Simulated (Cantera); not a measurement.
Mixture: CH₄ : O₂ : N₂ = 1 : 0.952 : 5.81 (molar parts), equivalence ratio 2.1, at 4.93 atm, adiabatic and at constant volume. Ignition delay is the time to a rise of 400 K.

Cantera simulation using GRI-Mech 3.0 (53 species, 325 reactions); the numbers are that mechanism's predictions, not measurements.

Q: What does this change do: O2 0.952 to 1.8 parts?

A: 
| quantity | before | after |
|---|---|---|
| delay at 1000 K | 0.389 s | 0.164 s |
| delay at 1200 K | 22.2 ms | 8.78 ms |
| delay at 1400 K | 2.03 ms | 0.809 ms |
| delay at 1600 K | 0.248 ms | 0.112 ms |
| delay at 1800 K | 43.6 µs | 23.7 µs |
| apparent activation energy between 1700 and 1900 K | 200 kJ/mol | 180 kJ/mol |
